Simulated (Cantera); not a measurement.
A freely propagating, adiabatic, planar premixed flame of H2 : O2 : N2 : H2O = 1 : 0.794 : 2.98 : 0.17 (molar parts), unburnt at 375 K and 218 Torr; mixture-averaged transport, grid criteria slope 0.08 and curve 0.16, no radiation.

Model: the H2/O2 subset of GRI-Mech 3.0, which has no nitrogen chemistry, integrated in Cantera. Burning velocities carry a grid error of a few per cent, more on coarse grids. Lean hydrogen flames are cellular in practice and burn faster than this planar one.

**Question.** What does this change do: inlet temperature 375 to 423 K?

**Answer.** 
```
quantity                    before     after
------------------------  --------  --------
laminar burning velocity  159 cm/s  206 cm/s
thermal thickness          1.68 mm   1.78 mm
peak x(H2O2)               4.01e-5   2.90e-5
peak x(HO2)               0.000210  0.000198
peak x(OH)                 0.00893   0.00971
```
